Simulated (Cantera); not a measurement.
What does this Cantera script print?

```python
import numpy as np
import cantera as ct

gas_names = """
    AL ALCL ALCL2 ALCL3 ALH ALN AL2 AL2CL6 CL CL2 H HCL H2 N NH NH2 NH3 N2 N2H2 N2H4
""".split()
cond_names = """
    AL(cr) AL(L) ALCL3(s) ALCL3(L) ALN(s) NH4CL(a) NH4CL(b)
""".split()


# ... load() reads the species with a 1 bar reference pressure and builds the phases ...
atoms = {
    'AlCl3': {'AL': 1, 'CL': 3},
    'NH3': {'N': 1, 'H': 3},
    'N2': {'N': 2},
}
top_T = {'ALN(s)': 2750}  # K; cautious upper limits of use, not melting points


# ... equilibrate(T, P, feed) seeds the gas with the atoms and calls Mixture.equilibrate('TP', solver="vcs", rtol=1e-11, max_steps=5000) ...
results = []
T = 1423.15  # K
P = 270  # Pa
for m in [8.4, 13, 20, 31, 49, 76, 120, 180, 280, 440]:
    feed = {'AlCl3': 1, 'NH3': m, 'N2': 2.7}  # mol
    mix = equilibrate(T, P, feed)
    results.append((T, P, feed, dict(zip(mix.species_names, mix.species_moles))))

top = {s: max(r[3][s] / sum(r[3][g] for g in gas_names) for r in results) for s in gas_names}
cols = sorted((s for s in top if top[s] > 0.0001), key=lambda s: -top[s])[:6]
seen = [c for c in cond_names if any(r[3].get(c, 0) > 1e-12 for r in results)]
print("log10 of partial pressures in bar; condensed amounts in mol")
print(f"{'n(NH3)':>10s}" + "".join(f"{s[:9]:>10s}" for s in cols + seen))
for T, P, feed, n in results:
    ng = sum(n[g] for g in gas_names)
    print(f"{feed['NH3']:10.4g}" + "".join(f"{np.log10(max(n[s] / ng * P / 1e5, 1e-99)):10.3f}" for s in cols)
          + "".join(f"{n.get(c, 0):10.4g}" for c in seen))
```

It prints:

```
log10 of partial pressures in bar; condensed amounts in mol
    n(NH3)        H2        N2       HCL     ALCL3      ALCL     ALCL2    ALN(s)
       8.4    -2.809    -3.056    -3.746    -4.254    -4.645    -4.961    0.3154
        13    -2.774    -3.090    -3.827    -4.532    -4.726    -5.141    0.3856
        20    -2.749    -3.116    -3.926    -4.856    -4.826    -5.352     0.457
        31    -2.731    -3.134    -4.049    -5.242    -4.948    -5.607    0.5239
        49    -2.718    -3.147    -4.200    -5.707    -5.099    -5.915    0.5789
        76    -2.710    -3.156    -4.362    -6.203    -5.261    -6.244    0.6143
       120    -2.704    -3.161    -4.544    -6.754    -5.443    -6.610    0.6362
       180    -2.701    -3.164    -4.712    -7.261    -5.611    -6.948    0.6474
       280    -2.698    -3.167    -4.899    -7.824    -5.798    -7.323    0.6543
       440    -2.696    -3.168    -5.092    -8.406    -5.991    -7.710    0.6583
```

Equilibrium computed with Cantera from the NASA thermochemical tables; the gas is ideal and each condensed phase is pure. The tables' values for AlCl2 are old estimates; treat these amounts as uncertain.
